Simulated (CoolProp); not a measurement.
Saturation properties of CF4 (R14).

Computed with CoolProp (reference Helmholtz-energy equation of state, Platzer 1990). This equation is an older, rougher fit; its heat capacities, sound speeds and derivatives of the liquid may be far off and weren't checked against measurements.

```
T (K)  p (MPa)  liquid density (kg/m³)  enthalpy of vaporisation (kJ/kg)  liquid viscosity (µPa s)
-----  -------  ----------------------  --------------------------------  ------------------------
171.9   0.4836                    1449                             117.4                       150
175.5        …                    1426                             114.6                       142
179     0.6725                       …                             111.7                       135
182.6   0.7869                    1379                             108.6                       128
186.2        …                    1353                             105.2                       121
189.7    1.054                    1328                             101.8                       115
193.3    1.212                    1300                             98.02                       109
196.8    1.382                    1271                                 …                       103
200.4        …                    1240                                 …                      97.1
204      1.787                    1206                             84.85                      91.3
207.5        …                    1170                             79.68                      85.7
211.1    2.267                    1130                             73.73                      79.8
214.7    2.545                    1083                             66.90                      73.7
```

Some entries are withheld; supply them.


- 175.5, p (MPa): 0.5736
- 179, liquid density (kg/m³): 1403
- 186.2, p (MPa): 0.9150
- 196.8, enthalpy of vaporisation (kJ/kg): 94.06
- 200.4, p (MPa): 1.575
- 200.4, enthalpy of vaporisation (kJ/kg): 89.66
- 207.5, p (MPa): 2.012

It boils at 145.1 K under 1 atm.

Viscosity comes from a separate model (Huber 2003), an estimate that may be off by 10 % or more.
